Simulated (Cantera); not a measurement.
A Cantera script and what it prints.

```python
import numpy as np
import cantera as ct

gas_names = """
    O2 S2 Na
""".split()
cond_names = """
    Na(cr) Na(L) Na2SO4(V) Na2SO4(IV) Na2SO4(I) Na2SO4(L)
""".split()


# ... load() reads the species with a 1 bar reference pressure and builds the phases ...
species = {s.name: s for s in load("nasa_gas.yaml", gas_names) + load("nasa_condensed.yaml", cond_names)}
# Each term lists the table entries of one substance; the one whose range holds T is used.
reactions = {
    '4 Na + 4 O2(g) + S2(g) = 2 Na2SO4':
        [(-4, ['Na(cr)', 'Na(L)']), (-4, ['O2']), (-1, ['S2']), (2, ['Na2SO4(V)', 'Na2SO4(IV)', 'Na2SO4(I)', 'Na2SO4(L)'])],
    '2 Na2SO4 = S2(g) + 4 Na(g) + 4 O2(g)':
        [(-2, ['Na2SO4(V)', 'Na2SO4(IV)', 'Na2SO4(I)', 'Na2SO4(L)']), (1, ['S2']), (4, ['Na']), (4, ['O2'])],
}


def pick(names, T):
    return next(species[n] for n in names if species[n].thermo.min_temp <= T <= species[n].thermo.max_temp)


results = []
for label, terms in reactions.items():
    print(label)
    print("     T/K   dH/kJ  dS/(J/K)   dG/kJ   log10 K")
    for T in [300, 898, 998, 1098, 1198, 1298, 1398, 1498]:
        used = [(nu, pick(names, T)) for nu, names in terms]
        dH = sum(nu * s.thermo.h(T) for nu, s in used) / 1e6
        dS = sum(nu * s.thermo.s(T) for nu, s in used) / 1e3
        dG = dH - T * dS / 1e3
        logK = -dG * 1e6 / (ct.gas_constant * T * np.log(10))
        results.append((label, T, dH, dS, dG, logK, [s.name for _, s in used]))
        print(f"{T:8g} {dH:8.1f} {dS:8.1f} {dG:8.1f} {logK:8.2f}")
```

Output:

```
4 Na + 4 O2(g) + S2(g) = 2 Na2SO4
     T/K   dH/kJ  dS/(J/K)   dG/kJ   log10 K
     300  -2904.0   -955.0  -2617.5   455.75
     898  -2859.3   -890.7  -2059.4   119.79
     998  -2848.9   -879.8  -1970.9   103.15
    1098  -2837.6   -868.9  -1883.5    89.60
    1198  -2778.7   -818.0  -1798.8    78.43
    1298  -2769.3   -810.4  -1717.4    69.11
    1398  -2760.3   -803.8  -1636.7    61.15
    1498  -2751.9   -797.9  -1556.6    54.28
2 Na2SO4 = S2(g) + 4 Na(g) + 4 O2(g)
     T/K   dH/kJ  dS/(J/K)   dG/kJ   log10 K
     300   3333.2   1364.4   2923.8  -509.08
     898   3256.3   1231.6   2150.3  -125.08
     998   3242.8   1217.3   2027.9  -106.14
    1098   3228.2   1203.4   1906.8   -90.71
    1198   3166.0   1149.5   1788.8   -77.99
    1298   3153.0   1139.1   1674.4   -67.38
    1398   3140.2   1129.6   1561.0   -58.32
    1498   3127.5   1120.8   1448.5   -50.51
```

Source: NASA polynomial tables (part measured, part estimated), evaluated in Cantera. Condensed species are held in their standard states even where they would react or evaporate.
